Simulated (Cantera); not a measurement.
What does this Cantera script print?

```python
import numpy as np
import cantera as ct

gas_names = """
    P4 O
""".split()
cond_names = """
    P4O10(s)
""".split()


# ... load() reads the species with a 1 bar reference pressure and builds the phases ...
species = {s.name: s for s in load("nasa_gas.yaml", gas_names) + load("nasa_condensed.yaml", cond_names)}
# Each term lists the table entries of one substance; the one whose range holds T is used.
reactions = {
    'P4(g) + 10 O(g) = P4O10':
        [(-1, ['P4']), (-10, ['O']), (1, ['P4O10(s)'])],
}


def pick(names, T):
    return next(species[n] for n in names if species[n].thermo.min_temp <= T <= species[n].thermo.max_temp)


results = []
for label, terms in reactions.items():
    print(label)
    print("     T/K   dH/kJ  dS/(J/K)   dG/kJ   log10 K")
    for T in [375, 425, 475, 525, 575]:
        used = [(nu, pick(names, T)) for nu, names in terms]
        dH = sum(nu * s.thermo.h(T) for nu, s in used) / 1e6
        dS = sum(nu * s.thermo.s(T) for nu, s in used) / 1e3
        dG = dH - T * dS / 1e3
        logK = -dG * 1e6 / (ct.gas_constant * T * np.log(10))
        results.append((label, T, dH, dS, dG, logK, [s.name for _, s in used]))
        print(f"{T:8g} {dH:8.1f} {dS:8.1f} {dG:8.1f} {logK:8.2f}")
```

Output:

```
P4(g) + 10 O(g) = P4O10
     T/K   dH/kJ  dS/(J/K)   dG/kJ   log10 K
     375  -5565.0  -1674.9  -4936.9   687.66
     425  -5566.4  -1678.4  -4853.1   596.45
     475  -5566.7  -1679.2  -4769.1   524.44
     525  -5566.2  -1678.1  -4685.2   466.14
     575  -5564.7  -1675.5  -4601.3   417.99
```

Standard-state values (1 bar) from the NASA 1993 polynomials, evaluated with Cantera. Condensed species are held in their standard states even where they would react or evaporate.
